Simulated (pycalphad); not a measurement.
Source of the numbers: pycalphad with the COST 507 light-alloy database (1999); pressure 1 atm. The database dates from 1999; later assessments differ in places, in temperatures and in the compounds included. Amounts are mole fractions of atoms. Diffusion is slow at the low end, where real alloys seldom reach equilibrium.

Give the equilibrium state of Al-1.71Mn-0.92Si (at.%) at 227 °C.

fcc, fraction 0.902, with <0.01 Mn, <0.01 Si at.%; ALMNSI_ALPHA, fraction 0.098, with 17.4 Mn, 9.3 Si at.%.

Give the equilibrium state of Al-1.71Mn-0.92Si (at.%) at 652 °C.


```
T = 925.00 K, P = 101325 Pa, N = 1 mol of atoms
G = -38916 J/mol, H = 19074 J/mol, S = 62.69 J/(mol K)  (SER reference)
chemical potentials (J/mol): Al -37392, Mn -118702, Si -51933
phase             fraction      x(Al)      x(Mn)      x(Si)
FCC_A1              0.6593     0.9935     0.0055     0.0011
LIQUID              0.2767     0.9807     0.0086     0.0108
ALMNSI_ALPHA        0.0640     0.7397     0.1739     0.0864
```

Database names, with the compositions (at.%) that they take in these runs: ALMNSI_ALPHA: Al 73 Mn 17 Si 9. FCC_A1 is fcc.
